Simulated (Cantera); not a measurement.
A perfectly stirred reactor is fed with C3H8 : O2 : N2 = 1 : 5.62 : 21.1 (molar parts), at 1000000 Pa; it is adiabatic with a 625 K inlet, and is followed from long to short residence time, starting on the burning branch (τ in s: 0.12, 0.041, 0.014, 0.005, 0.0017, 0.00061, 0.00021, 7.4e-05, 2.6e-05, 9e-06, 3.2e-06).

Cantera simulation using GRI-Mech 3.0 (53 species, 325 reactions); the numbers are that mechanism's predictions, not measurements. GRI-Mech 3.0 was tuned for natural gas; its chemistry of propane as a main component is partial and can be far from experiment.

Question: What does this change do: inlet temperature 625 to 823 K?

Answer: 
```csv
quantity,before,after
"blow-out, bracketed by the residence times tried","burning at 9.00 µs, out at 3.20 µs","burning at 9.00 µs, out at 3.20 µs"
x(C3H8) at τ = 0.120 s,1.71e-8,1.07e-8
x(O2) at τ = 0.120 s,0.0207,0.0214
x(H2) at τ = 0.120 s,0.00107,0.00187
x(H2O) at τ = 0.120 s,0.136,0.133
x(CH3) at τ = 0.120 s,6.43e-8,3.97e-8
x(C3H8) at τ = 0.610 ms,2.70e-6,1.81e-6
x(O2) at τ = 0.610 ms,0.0251,0.0257
x(H2) at τ = 0.610 ms,0.00195,0.00249
x(H2O) at τ = 0.610 ms,0.133,0.132
x(CH3) at τ = 0.610 ms,8.06e-6,5.99e-6
```

Question: What does this change do: pressure from 1000000 Pa to 120000 Pa?

Answer: 
| quantity | before | after |
|---|---|---|
| blow-out, bracketed by the residence times tried | burning at 9.00 µs, out at 3.20 µs | burning at 74.0 µs, out at 26.0 µs |
| x(C3H8) at τ = 0.120 s | 1.71e-8 | 7.86e-8 |
| x(O2) at τ = 0.120 s | 0.0207 | 0.0236 |
| x(H2) at τ = 0.120 s | 0.00107 | 0.00232 |
| x(H2O) at τ = 0.120 s | 0.136 | 0.133 |
| x(CH3) at τ = 0.120 s | 6.43e-8 | 3.03e-7 |
| x(C3H8) at τ = 0.610 ms | 2.70e-6 | 8.30e-6 |
| x(O2) at τ = 0.610 ms | 0.0251 | 0.0344 |
| x(H2) at τ = 0.610 ms | 0.00195 | 0.00736 |
| x(H2O) at τ = 0.610 ms | 0.133 | 0.121 |
| x(CH3) at τ = 0.610 ms | 8.06e-6 | 2.11e-5 |
